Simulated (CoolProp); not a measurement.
Saturation properties of CF4 (R14).

Computed with CoolProp (reference Helmholtz-energy equation of state, Platzer 1990). This equation is an older, rougher fit; its heat capacities, sound speeds and derivatives of the liquid may be far off and weren't checked against measurements.

```csv
T (K),p (bar),liquid density (kg/m³),enthalpy of vaporisation (kJ/kg),vapour Z,surface tension (mN/m)
169.8,4.362,1462,118.9,0.8959,7.72
171.9,4.836,1449,117.4,0.8877,7.37
174,5.347,1436,115.7,0.8791,7.03
176.1,5.897,1423,114.1,0.8700,6.69
178.2,6.489,1409,112.4,0.8606,6.35
180.3,7.123,1395,110.6,0.8507,6.02
182.4,7.802,1380,108.7,0.8403,5.69
184.5,8.527,1366,106.8,0.8295,5.36
186.6,9.301,1351,104.9,0.8182,5.04
188.7,10.13,1335,102.8,0.8064,4.72
190.8,11.00,1319,100.7,0.7940,4.41
192.9,11.94,1303,98.45,0.7811,4.10
195,12.93,1286,96.13,0.7677,3.79
197.1,13.97,1268,93.71,0.7535,3.49
199.2,15.08,1250,91.17,0.7387,3.19
```

It boils at 145.1 K under 1 atm.

Surface tension comes from a separate correlation (Mulero 2012).
